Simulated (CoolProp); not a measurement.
Vapour pressure (MPa) of n-perfluorohexane: the reference equation beside estimates from Tc = 448.0 K, pc = 1.742 MPa, ω = 0.497. Clausius-Clapeyron is anchored at 331.4 K with a constant enthalpy of vaporisation of 28.45 kJ/mol.

Computed with CoolProp (reference Helmholtz-energy equation of state, Gao 2022).

| T (K) | reference | Clausius-Clapeyron | van der Waals | Redlich-Kwong | Soave-Redlich-Kwong | Peng-Robinson |
|---|---|---|---|---|---|---|
| 319.9 | 0.07030 | 0.07261 | 0.3861 | 0.1797 | 0.07034 | 0.07071 |
| 325.7 | 0.08655 | 0.08785 | 0.4223 | 0.2079 | 0.08673 | 0.08692 |
| 331.4 | 0.1052 | 0.1052 | 0.4600 | 0.2386 | 0.1056 | 0.1056 |
| 337.2 | 0.1274 | 0.1257 | 0.5005 | 0.2730 | 0.1280 | 0.1277 |
| 342.9 | 0.1524 | 0.1488 | 0.5424 | 0.3101 | 0.1535 | 0.1528 |
| 348.7 | 0.1817 | 0.1757 | 0.5874 | (withheld) | 0.1834 | 0.1822 |
| 354.4 | 0.2145 | 0.2057 | 0.6338 | 0.3952 | 0.2169 | 0.2152 |
| 360.2 | 0.2523 | 0.2403 | (withheld) | 0.4438 | 0.2556 | 0.2533 |
| 366 | 0.2951 | 0.2793 | 0.7352 | 0.4963 | 0.2995 | 0.2965 |
| 371.7 | 0.3422 | (withheld) | 0.7885 | 0.5519 | 0.3480 | 0.3442 |
| 377.5 | 0.3959 | 0.3713 | 0.8452 | 0.6127 | 0.4034 | 0.3987 |
| 383.2 | 0.4546 | 0.4249 | 0.9034 | 0.6767 | 0.4640 | 0.4585 |
| 389 | 0.5210 | 0.4854 | 0.9651 | 0.7464 | 0.5325 | 0.5262 |
| 394.8 | 0.5945 | 0.5524 | 1.029 | 0.8207 | 0.6085 | 0.6013 |
| 400.5 | 0.6743 | 0.6249 | 1.095 | 0.8983 | 0.6908 | 0.6829 |

Q: Some entries are withheld; supply them.

A: 
- 348.7, Redlich-Kwong: 0.3512
- 360.2, van der Waals: 0.6833
- 371.7, Clausius-Clapeyron: 0.3224

Absolute difference from the reference over all 15 rows, mean and median: Clausius-Clapeyron 4.4 and 4.8 %, van der Waals 201.7 and 170.8 %, Redlich-Kwong 82.8 and 75.9 %, Soave-Redlich-Kwong 1.3 and 1.3 %, Peng-Robinson 0.6 and 0.5 %.
